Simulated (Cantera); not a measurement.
A perfectly stirred reactor is fed with H2 : O2 : N2 = 1 : 0.641 : 2.41 (molar parts), equivalence ratio 0.78, at 1.01 bar; it is adiabatic with a 700 K inlet, and is followed from long to short residence time, starting on the burning branch (τ in s: 0.35, 0.13, 0.051, 0.02, 0.0076, 0.0029, 0.0011, 0.00043, 0.00017, 6.4e-05, 2.5e-05).

Model: GRI-Mech 3.0 (53 species, 325 reactions), integrated in Cantera.

### Question
What does this change do: H2 1 to 0.73 parts?

### Answer
| quantity | before | after |
|---|---|---|
| blow-out, bracketed by the residence times tried | burning at 25.0 µs, the shortest tried | burning at 25.0 µs, the shortest tried |
| x(H2) at τ = 0.350 s | 0.00507 | 0.000479 |
| x(O2) at τ = 0.350 s | 0.0354 | 0.0789 |
| x(NO2) at τ = 0.350 s | 2.74e-6 | 1.53e-6 |
| x(HO2) at τ = 0.350 s | 4.67e-6 | 2.94e-6 |
| x(H2O) at τ = 0.350 s | 0.269 | 0.211 |
| x(H2) at τ = 2.90 ms | 0.00932 | 0.00289 |
| x(O2) at τ = 2.90 ms | 0.0390 | 0.0787 |
| x(NO2) at τ = 2.90 ms | 2.34e-7 | 4.82e-8 |
| x(HO2) at τ = 2.90 ms | 5.49e-6 | 6.71e-6 |
| x(H2O) at τ = 2.90 ms | 0.260 | 0.205 |
